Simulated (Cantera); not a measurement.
Pb + CO + N2 (iron carbonyl, mercury and lead vapours)

Input: 1 mol Pb, 5.4 mol CO, 0.22 mol N2, held at 240000 Pa.

Equilibrium computed with Cantera from the NASA thermochemical tables; the gas is ideal and each condensed phase is pure. Candidate condensed phases: C, Pb, PbO, PbO2, Pb3O4; 27 gas species. The numbers say what is thermodynamically allowed, not how fast it happens.

```tsv
T (K)	x CO	x CO2	x N2	x Pb	n C(graphite)	n Pb(l)
773	0.0389	0.887	0.0739	9.62e-9	2.64	1.00
848	0.121	0.808	0.0708	1.25e-7	2.51	1.00
923	0.292	0.644	0.0644	1.06e-6	2.20	1.000
998	0.537	0.408	0.0551	6.45e-6	1.63	1.000
1073	0.759	0.195	0.0468	3.05e-5	0.915	1.000
1148	0.882	0.0759	0.0421	0.000117	0.397	0.999
1223	0.931	0.0286	0.0403	0.000378	0.156	0.998
1298	0.948	0.0114	0.0396	0.00107	0.0635	0.994
1373	0.953	0.00496	0.0392	0.00267	0.0278	0.985
1448	0.953	0.00233	0.0390	0.00608	0.0131	0.966
1523	0.947	0.00117	0.0387	0.0127	0.00666	0.928
1598	0.936	0.000621	0.0382	0.0248	0.00358	0.857
1673	0.917	0.000343	0.0374	0.0455	0.00202	0.732
```
x: gas mole fraction; n: condensed amount in mol.

From 773 K to 1673 K the condensed part is C(graphite) + Pb(l).
